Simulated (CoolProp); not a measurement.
Ethanol at 512.71 K and 4.83 MPa flows at 0.1 m/s in a round tube of 100 mm bore and 1.5 µm roughness, fully developed (64/Re and Nu = 3.66 if laminar; Colebrook and Gnielinski if turbulent). Each further row changes one setting.

Computed with CoolProp (reference Helmholtz-energy equation of state, Schroeder 2014).

```csv
case,Reynolds number,Darcy friction factor,pressure drop (Pa/m),heat-transfer coefficient (W/(m² K)),mass flow (kg/h)
as stated,45900,0.0213,0.0832,81.6,220
velocity 0.2 m/s,91900,0.0184,0.287,143,441
diameter 200 mm,91900,0.0184,0.0357,71.5,881
```

Viscosity comes from a separate model (Kiselev 2005). Thermal conductivity comes from a separate model (Assael 2013).
